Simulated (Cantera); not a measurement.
Input (Python, Cantera) and output of one run.

```python
import numpy as np
import cantera as ct

gas_names = [...]  # 151 gases of nasa_gas.yaml made of C, H, N, O, Si
cond_names = """
    C(gr) C6H6(L) C7H8(L) C8H18(L),n-octa H2O(s) H2O(L) Si(cr) Si(L) SiC(b) SiO2(Lqz) SiO2(hqz) SiO2(L)
    Si2N2O(s) Si3N4(a)
""".split()


# ... load() reads the species with a 1 bar reference pressure and builds the phases ...
atoms = {
    'TEOS': {'Si': 1, 'C': 8, 'H': 20, 'O': 4},
    'H2O': {'H': 2, 'O': 1},
    'N2': {'N': 2},
}
top_T = {'C(gr)': 4500, 'SiC(b)': 3050, 'Si2N2O(s)': 2100, 'Si3N4(a)': 2400}  # K; cautious upper limits of use, not melting points


# ... equilibrate(T, P, feed) seeds the gas with the atoms and calls Mixture.equilibrate('TP', solver="vcs", rtol=1e-11, max_steps=5000) ...
results = []
feed = {'TEOS': 1, 'H2O': 1, 'N2': 5}  # mol
P = 74000  # Pa
for T in [1598, 1623, 1648, 1673, 1698, 1723, 1748, 1773, 1798, 1823, 1848, 1873, 1898, 1923]:
    mix = equilibrate(T, P, feed)
    results.append((T, P, feed, dict(zip(mix.species_names, mix.species_moles))))

top = {s: max(r[3][s] / sum(r[3][g] for g in gas_names) for r in results) for s in gas_names}
cols = sorted((s for s in top if top[s] > 0.0001), key=lambda s: -top[s])[:8]
seen = [c for c in cond_names if any(r[3].get(c, 0) > 1e-12 for r in results)]
print("log10 of partial pressures in bar; condensed amounts in mol")
print(f"{'T/K':>10s}" + "".join(f"{s[:9]:>10s}" for s in cols + seen))
for T, P, feed, n in results:
    ng = sum(n[g] for g in gas_names)
    print(f"{T:10.4g}" + "".join(f"{np.log10(max(n[s] / ng * P / 1e5, 1e-99)):10.3f}" for s in cols)
          + "".join(f"{n.get(c, 0):10.4g}" for c in seen))
```

Output:

```
log10 of partial pressures in bar; condensed amounts in mol
       T/K        H2        N2        CO       HCN       SiO         H       CH4 C2H2,acet     C(gr)    SiC(b) Si2N2O(s)
      1598    -0.391    -0.779    -0.779    -3.279    -4.596    -4.469    -3.566    -4.961      3.48         0    0.4997
      1623    -0.391    -0.779    -0.779    -3.213    -4.388    -4.356    -3.611    -4.849     3.478         0    0.4994
      1648    -0.391    -0.779    -0.779    -3.149    -4.187    -4.246    -3.656    -4.741     3.476         0    0.4991
      1673    -0.391    -0.779    -0.779    -3.087    -3.992    -4.139    -3.698    -4.636     3.473         0    0.4986
      1698    -0.391    -0.780    -0.779    -3.026    -3.803    -4.036    -3.740    -4.534      3.47         0    0.4979
      1723    -0.392    -0.780    -0.779    -2.968    -3.620    -3.935    -3.780    -4.435     3.468         0    0.4968
      1748    -0.392    -0.780    -0.779    -2.911    -3.442    -3.837    -3.820    -4.339     3.465         0    0.4951
      1773    -0.392    -0.780    -0.780    -2.856    -3.269    -3.742    -3.858    -4.246     3.462         0    0.4927
      1798    -0.392    -0.780    -0.780    -2.802    -3.101    -3.649    -3.895    -4.155      3.46         0    0.4893
      1823    -0.413    -0.756    -0.757    -2.749    -2.984    -3.570    -3.973    -4.088     1.999    0.9705         0
      1848    -0.413    -0.757    -0.757    -2.698    -2.954    -3.482    -4.008    -4.003     1.996    0.9684         0
      1873    -0.414    -0.757    -0.757    -2.649    -2.925    -3.397    -4.042    -3.919     1.992    0.9662         0
      1898    -0.414    -0.757    -0.757    -2.601    -2.897    -3.314    -4.075    -3.838     1.987    0.9639         0
      1923    -0.414    -0.758    -0.758    -2.554    -2.869    -3.233    -4.108    -3.760     1.982    0.9616         0
```

These are equilibrium values from Cantera (NASA tables, ideal gas, pure condensed phases), not measurements of a reactor. The feed counts by its element totals alone.
